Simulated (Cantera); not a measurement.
A freely propagating, adiabatic, planar premixed flame of CH₄ : C₂H₆ : C₃H₈ : O₂ : N₂ = 1 : 0.22 : 0.13 : 3.93 : 14.8 (molar parts), equivalence ratio 0.87, unburnt at 475 K and 1.00 atm; mixture-averaged transport, grid criteria slope 0.08 and curve 0.16, no radiation.

Detailed kinetics in Cantera: GRI-Mech 3.0 (53 species, 325 reactions). Burning velocities carry a grid error of a few per cent, more on coarse grids.

Q: Predict: laminar burning velocity; thermal thickness; peak x(CH₂); peak x(O); peak x(C₂H₄).

A: 
```
Item                         Result
------------------------  ---------
laminar burning velocity  78.8 cm/s
thermal thickness          0.361 mm
peak x(CH₂)                 3.75e-5
peak x(O)                   0.00491
peak x(C₂H₄)                0.00277
```
